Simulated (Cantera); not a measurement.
Charge: 1 mol Ni, 0.37 mol H2S, 1 mol N2, 15 mol NH3, at 56.0 Pa.

These are equilibrium values from Cantera (NASA tables, ideal gas, pure condensed phases), not measurements of a reactor. Candidate condensed phases: Ni, NiS, NiS2, Ni3S2, Ni3S4, S; 17 gas species. Metal and sulfide melt together well below either melting point, which pure phases cannot show. Mutual solubility and eutectic melting of coexisting phases are not modelled. Gases not in the tables: S3 to S7. Kinetics and transport are ignored.

x: gas mole fraction; n: condensed amount in mol.

```tsv
T (K)	x H2	x N2	x H	x Ni	x H2S	n Ni(s)	n Ni3S2(l)	n Ni(l)
1073	0.726	0.271	5.04e-7	1.25e-10	0.00346	0.609	0.130	0
1173	0.724	0.271	4.24e-6	7.25e-9	0.00475	0.680	0.107	0
1273	0.722	0.271	2.56e-5	2.20e-7	0.00607	0.805	0.0651	0
1373	0.721	0.270	0.000119	4.03e-6	0.00617	1.000	0	0
1473	0.721	0.270	[?]	[?]	[?]	0.998	0	0
1573	0.721	0.269	0.00146	0.000439	0.00272	0.984	0	0
1673	0.717	0.268	[?]	[?]	[?]	[?]	0	0
1773	0.702	0.264	0.0101	0.0157	0.00111	0	0	0.468
1873	0.681	0.258	0.0225	0.0296	0.000681	0	0	0
1973	0.660	0.255	0.0463	0.0295	0.000409	0	0	0
```

Question: Fill in the missing entries.

Answer: 
- 1473, x H: 0.000454
- 1473, x Ni: 4.95e-5
- 1473, x H2S: 0.00413
- 1673, x H: 0.00407
- 1673, x Ni: 0.00298
- 1673, x H2S: 0.00177
- 1673, n Ni(s): 0.897
